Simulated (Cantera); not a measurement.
Equilibrium for abatement and gas-phase synthesis: SF6 + SO2

Charge: 1 mol SF6, 0.78 mol SO2, held at 2948 K and 45.0 mbar.

Method: chemical equilibrium by Gibbs-energy minimisation in Cantera with the NASA 1993 tables (ideal gas, pure condensed phases). Candidate condensed phases: S; 25 gas species. Kinetics and transport are ignored.

```json
{
 "x(F)": "0.748",
 "x(SO)": "0.101",
 "x(S)": "0.0774",
 "x(O)": "0.0294",
 "x(SO2)": "0.0282",
 "x(S2)": "0.00574",
 "x(SF)": "0.00495",
 "x(O2)": "0.00438",
 "x(SF2)": "0.000131",
 "gas_amount": "7.961 mol",
 "log10 activity of S(l) (absent)": "-3.66"
}
```
